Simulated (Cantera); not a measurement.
Input (Python, Cantera) and output of one run.

```python
import numpy as np
import cantera as ct

gas_names = """
    Cu CuF CuF2 CuO Cu2 F FO FO2 F2 F2O H HF HNO HNO2 HNO3 HOF HO2 H2 H2F2 H2O H2O2 H3F3 H4F4 H5F5 H6F6
    H7F7 N NF NF2 NF3 NH NH2 NH3 NH2OH NO NO2 NO3 N2 N2H2 N2H4 N2O O OH O2 O3
""".split()
cond_names = """
    Cu(cr) Cu(L) CuF2(s) CuF2(L) CuO(s) CuO2H2(s) Cu2O(s) Cu2O(L) H2O(s) H2O(L)
""".split()


def load(file, names, dense=False):
    # The tables refer to 1 bar. Condensed volumes are neglected.
    table = {s.name: s for s in ct.Species.list_from_file(file)}
    out = []
    for n in names:
        d = dict(table[n].input_data)
        d["thermo"] = dict(d["thermo"], **{"reference-pressure": 1e5})
        if dense:
            d["equation-of-state"] = {"model": "constant-volume", "density": "1e6 g/cm^3"}
        out.append(ct.Species.from_dict(d))
    return out


gas = ct.Solution(thermo="ideal-gas", species=load("nasa_gas.yaml", gas_names))
cond = {s.name: ct.Solution(thermo="fixed-stoichiometry", species=[s], name=s.name)
        for s in load("nasa_condensed.yaml", cond_names, dense=True)}
atoms = {
    'CuO': {'Cu': 1, 'O': 1},
    'HF': {'H': 1, 'F': 1},
    'N2': {'N': 2},
}
top_T = {'CuO(s)': 1390}  # K; cautious upper limits of use, not melting points


def equilibrate(T, P, feed):
    n = {}
    for name, mol in feed.items():
        for a, k in atoms[name].items():
            n[a] = n.get(a, 0.0) + k * mol
    gas.TPX = T, P, n
    mass = sum(n.values()) * gas.mean_molecular_weight
    gas.equilibrate("TP")
    valid = [c for c in cond.values() if c.min_temp <= T <= top_T.get(c.name, c.max_temp)]
    mix = ct.Mixture([(gas, mass / gas.mean_molecular_weight)] + [(c, 0.0) for c in valid])
    mix.T, mix.P = T, P
    mix.equilibrate("TP", solver="vcs", rtol=1e-11, max_steps=5000)
    return mix


results = []
feed = {'CuO': 1, 'HF': 5, 'N2': 2.2}  # mol
T = 973  # K
for P in [1, 6.8, 46, 320, 2200, 15000, 100000]:
    mix = equilibrate(T, P, feed)
    results.append((T, P, feed, dict(zip(mix.species_names, mix.species_moles))))

top = {s: max(r[3][s] / sum(r[3][g] for g in gas_names) for r in results) for s in gas_names}
cols = sorted((s for s in top if top[s] > 0.001), key=lambda s: -top[s])[:5]
seen = [c for c in cond_names if any(r[3].get(c, 0) > 1e-12 for r in results)]
print("log10 of partial pressures in bar; condensed amounts in mol")
print(f"{'P/Pa':>10s}" + "".join(f"{s[:9]:>10s}" for s in cols + seen))
for T, P, feed, n in results:
    ng = sum(n[g] for g in gas_names)
    print(f"{P:10.4g}" + "".join(f"{np.log10(max(n[s] / ng * P / 1e5, 1e-99)):10.3f}" for s in cols)
          + "".join(f"{n.get(c, 0):10.4g}" for c in seen))
```

It prints:

```
log10 of partial pressures in bar; condensed amounts in mol
      P/Pa        HF        N2        O2       H2O   CuF2(s)    CuO(s)   Cu2O(s)
         1    -5.174    -5.530    -6.474    -8.349         0         0    0.4967
       6.8    -4.341    -4.697    -5.642    -7.761         0         0    0.4982
        46    -3.511    -3.867    -4.812    -7.084         0         0     0.499
       320    -2.661    -3.017    -4.276    -6.286         0    0.5147    0.2419
      2200    -1.817    -2.174    -4.276    -5.481         0    0.9296   0.03462
   1.5e+04    -0.983    -1.339    -4.276    -4.057  0.003937    0.9856  0.005061
     1e+05    -0.162    -0.513    -4.276    -2.414   0.02758    0.9709 0.0007574
```

Method: chemical equilibrium by Gibbs-energy minimisation in Cantera with the NASA 1993 tables (ideal gas, pure condensed phases).
